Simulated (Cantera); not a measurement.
A perfectly stirred reactor is fed with C2H6 : N2 = 1 : 3.5 (molar parts), at 100.0 Torr; it is held at 1298 K, and followed from long to short residence time.

Cantera simulation using GRI-Mech 3.0 (53 species, 325 reactions); the numbers are that mechanism's predictions, not measurements. GRI-Mech 3.0 stops at C3 and has no aromatics, soot or wall deposition, so with more carbon than oxygen in the feed, carbon stays in small species such as C2H2 where larger ones or solid carbon would form.

Q: What does this change do: N2 3.5 to 27 parts?

A: 
```csv
quantity,before,after
x(C2H6) at τ = 1.70 s,0.00133,0.000342
x(CH3) at τ = 1.70 s,4.21e-5,2.21e-5
x(H) at τ = 1.70 s,1.24e-5,8.94e-6
x(C2H) at τ = 1.70 s,2.69e-9,1.98e-9
x(CH4) at τ = 1.70 s,0.0404,0.00655
x(C2H6) at τ = 16.0 ms,0.0628,0.0148
x(CH3) at τ = 16.0 ms,0.000277,0.000155
x(H) at τ = 16.0 ms,1.97e-5,1.26e-5
x(C2H) at τ = 16.0 ms,1.45e-9,9.10e-10
x(CH4) at τ = 16.0 ms,0.0343,0.00398
```
